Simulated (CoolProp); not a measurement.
Vapour-liquid equilibrium of methanol (1) + ethanol (2) at 2.17 MPa; x and y are mole fractions of (1).

Values from CoolProp's multi-fluid Helmholtz-energy mixture model, de Reuck 1993 and Schroeder 2014; pair parameters Bell 2016.

Question: Give the bubble temperature and the first vapour's composition at x = 0.15, 0.45, 0.75. Is there an azeotrope?

Answer: x = 0.15: 181.9 °C, y = 0.180; x = 0.45: 177.5 °C, y = 0.502; x = 0.75: 173.2 °C, y = 0.791. No azeotrope shows between x = 0.05 and 0.95.

The pair parameters rest on a limited set of measurements; away from them the model extrapolates.
